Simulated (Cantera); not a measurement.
What does this Cantera script print?

```python
import numpy as np
import cantera as ct

gas_names = """
    Br Br2 H HBr H2 N NH NH2 NH3 N2 N2H2 N2H4 Si SiBr SiBr2 SiBr3 SiBr4 SiH SiHBr3 SiH2 SiH2Br2 SiH3
    SiH3Br SiH4 SiN Si2 Si2N Si3
""".split()
cond_names = """
    Br2(cr) Br2(L) Si(cr) Si(L) Si3N4(a)
""".split()


# ... load() reads the species with a 1 bar reference pressure and builds the phases ...
atoms = {
    'Si': {'Si': 1},
    'HBr': {'H': 1, 'Br': 1},
    'N2': {'N': 2},
}
top_T = {'Si3N4(a)': 2400}  # K; cautious upper limits of use, not melting points


# ... equilibrate(T, P, feed) seeds the gas with the atoms and calls Mixture.equilibrate('TP', solver="vcs", rtol=1e-11, max_steps=5000) ...
results = []
P = 49  # Pa
for T in [1325, 1350, 1375, 1400, 1425, 1450, 1475, 1500, 1525, 1550, 1575, 1600, 1625, 1650]:
    for m in [0.15, 0.26, 0.46, 0.8, 1.4, 2.5, 4.3, 7.6, 13, 23, 41]:
        feed = {'Si': 1, 'HBr': 3, 'N2': m}  # mol
        mix = equilibrate(T, P, feed)
        results.append((T, P, feed, dict(zip(mix.species_names, mix.species_moles))))

for T, P, feed, n in results:
    print(f"{T:7g} {feed['N2']:10.4g}  " + (" + ".join(c for c in cond_names if n.get(c, 0) > 1e-12) or "gas only"))
```

Result:

```
   1325       0.15  Si3N4(a)
   1325       0.26  Si3N4(a)
   1325       0.46  Si3N4(a)
   1325        0.8  Si3N4(a)
   1325        1.4  Si3N4(a)
   1325        2.5  Si3N4(a)
   1325        4.3  Si3N4(a)
   1325        7.6  Si3N4(a)
   1325         13  Si3N4(a)
   1325         23  Si3N4(a)
   1325         41  Si3N4(a)
   1350       0.15  Si3N4(a)
   1350       0.26  Si3N4(a)
   1350       0.46  Si3N4(a)
   1350        0.8  Si3N4(a)
   1350        1.4  Si3N4(a)
   1350        2.5  Si3N4(a)
   1350        4.3  Si3N4(a)
   1350        7.6  Si3N4(a)
   1350         13  Si3N4(a)
   1350         23  Si3N4(a)
   1350         41  Si3N4(a)
   1375       0.15  Si3N4(a)
   1375       0.26  Si3N4(a)
   1375       0.46  Si3N4(a)
   1375        0.8  Si3N4(a)
   1375        1.4  Si3N4(a)
   1375        2.5  Si3N4(a)
   1375        4.3  Si3N4(a)
   1375        7.6  Si3N4(a)
   1375         13  Si3N4(a)
   1375         23  Si3N4(a)
   1375         41  Si3N4(a)
   1400       0.15  Si3N4(a)
   1400       0.26  Si3N4(a)
   1400       0.46  Si3N4(a)
   1400        0.8  Si3N4(a)
   1400        1.4  Si3N4(a)
   1400        2.5  Si3N4(a)
   1400        4.3  Si3N4(a)
   1400        7.6  Si3N4(a)
   1400         13  Si3N4(a)
   1400         23  Si3N4(a)
   1400         41  Si3N4(a)
   1425       0.15  gas only
   1425       0.26  Si3N4(a)
   1425       0.46  Si3N4(a)
   1425        0.8  Si3N4(a)
   1425        1.4  Si3N4(a)
   1425        2.5  Si3N4(a)
   1425        4.3  Si3N4(a)
   1425        7.6  Si3N4(a)
   1425         13  Si3N4(a)
   1425         23  Si3N4(a)
   1425         41  Si3N4(a)
   1450       0.15  gas only
   1450       0.26  gas only
   1450       0.46  Si3N4(a)
   1450        0.8  Si3N4(a)
   1450        1.4  Si3N4(a)
   1450        2.5  Si3N4(a)
   1450        4.3  Si3N4(a)
   1450        7.6  Si3N4(a)
   1450         13  Si3N4(a)
   1450         23  Si3N4(a)
   1450         41  Si3N4(a)
   1475       0.15  gas only
   1475       0.26  gas only
   1475       0.46  gas only
   1475        0.8  Si3N4(a)
   1475        1.4  Si3N4(a)
   1475        2.5  Si3N4(a)
   1475        4.3  Si3N4(a)
   1475        7.6  Si3N4(a)
   1475         13  Si3N4(a)
   1475         23  Si3N4(a)
   1475         41  Si3N4(a)
   1500       0.15  gas only
   1500       0.26  gas only
   1500       0.46  gas only
   1500        0.8  gas only
   1500        1.4  Si3N4(a)
   1500        2.5  Si3N4(a)
   1500        4.3  Si3N4(a)
   1500        7.6  Si3N4(a)
   1500         13  Si3N4(a)
   1500         23  Si3N4(a)
   1500         41  Si3N4(a)
   1525       0.15  gas only
   1525       0.26  gas only
   1525       0.46  gas only
   1525        0.8  gas only
   1525        1.4  gas only
   1525        2.5  Si3N4(a)
   1525        4.3  Si3N4(a)
   1525        7.6  Si3N4(a)
   1525         13  Si3N4(a)
   1525         23  Si3N4(a)
   1525         41  Si3N4(a)
   1550       0.15  gas only
   1550       0.26  gas only
   1550       0.46  gas only
   1550        0.8  gas only
   1550        1.4  gas only
   1550        2.5  Si3N4(a)
   1550        4.3  Si3N4(a)
   1550        7.6  Si3N4(a)
   1550         13  Si3N4(a)
   1550         23  Si3N4(a)
   1550         41  Si3N4(a)
   1575       0.15  gas only
   1575       0.26  gas only
   1575       0.46  gas only
   1575        0.8  gas only
   1575        1.4  gas only
   1575        2.5  gas only
   1575        4.3  Si3N4(a)
   1575        7.6  Si3N4(a)
   1575         13  Si3N4(a)
   1575         23  Si3N4(a)
   1575         41  Si3N4(a)
   1600       0.15  gas only
   1600       0.26  gas only
   1600       0.46  gas only
   1600        0.8  gas only
   1600        1.4  gas only
   1600        2.5  gas only
   1600        4.3  gas only
   1600        7.6  Si3N4(a)
   1600         13  Si3N4(a)
   1600         23  Si3N4(a)
   1600         41  Si3N4(a)
   1625       0.15  gas only
   1625       0.26  gas only
   1625       0.46  gas only
   1625        0.8  gas only
   1625        1.4  gas only
   1625        2.5  gas only
   1625        4.3  gas only
   1625        7.6  Si(cr)
   1625         13  Si(cr)
   1625         23  Si(cr)
   1625         41  Si(cr)
   1650       0.15  gas only
   1650       0.26  gas only
   1650       0.46  gas only
   1650        0.8  gas only
   1650        1.4  gas only
   1650        2.5  gas only
   1650        4.3  Si(cr)
   1650        7.6  Si(cr)
   1650         13  Si(cr)
   1650         23  Si(cr)
   1650         41  Si(cr)
```

Cantera equilibrium calculation (NASA polynomials, part measured and part estimated; ideal gas, pure solids and liquids). N2 is the only nitrogen source here; it is nearly inert below about 1500 K, so the nitride shown seldom forms there in practice. The tables' values for SiBr3 are old estimates.
